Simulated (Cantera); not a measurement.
A freely propagating, adiabatic, planar premixed flame of 12.6 % CO, 11.1 % H2, 16.0 % O2, 60.3 % N2, unburnt at 300 K and 5.00 bar; mixture-averaged transport, grid criteria slope 0.08 and curve 0.16, no radiation.

Model: GRI-Mech 3.0 (53 species, 325 reactions), integrated in Cantera. The hydrogen kinetics of GRI-Mech 3.0 are dated; newer H2 mechanisms differ, most at raised pressure. Burning velocities carry a grid error of a few per cent, more on coarse grids.

x: mole fraction of selected species; z is measured from the peak of heat release.

```
z (mm)   T (K)  u (m/s)     x CO      x H2    x O2       x H    x N2O     x NO
-------  -----  -------  -------  --------  ------  --------  -------  -------
-0.308     300    0.399    0.126     0.110   0.160     <1e-8    <1e-8    <1e-8
-0.205     301    0.398    0.127     0.107   0.161     <1e-8    <1e-8    <1e-8
-0.154     303    0.400    0.127     0.101   0.162     <1e-8    <1e-8    <1e-8
-0.103     327    0.424    0.129         ?   0.164     <1e-8    <1e-8    <1e-8
-0.0513    580    0.733    0.123    0.0530   0.157   3.73e-7  4.64e-8  2.27e-7
-0.0257    976     1.21    0.105    0.0318   0.135  0.000203  1.83e-7  1.62e-6
0         1390     1.70   0.0780    0.0140   0.103   0.00154  4.86e-7  3.92e-6
0.0257    1649     2.00   0.0527   0.00555  0.0796   0.00227  8.42e-7  6.84e-6
0.0513    1795     2.15   0.0357   0.00325  0.0681   0.00200  1.08e-6  9.54e-6
0.103     1941     2.30   0.0193   0.00218  0.0592   0.00117  1.31e-6  1.35e-5
0.205     2047     2.41        ?         ?  0.0540         ?        ?        ?
0.411     2105     2.47  0.00385  0.000530  0.0516  0.000115  1.23e-6  2.28e-5
0.821     2129     2.50  0.00166  0.000250  0.0508   3.74e-5  7.56e-7  2.72e-5
```

Some entries are withheld; supply them.


- -0.103, x H2: 0.0871
- 0.205, x CO: 0.00908
- 0.205, x H2: 0.00122
- 0.205, x H: 0.000426
- 0.205, x N2O: 1.45e-6
- 0.205, x NO: 1.82e-5
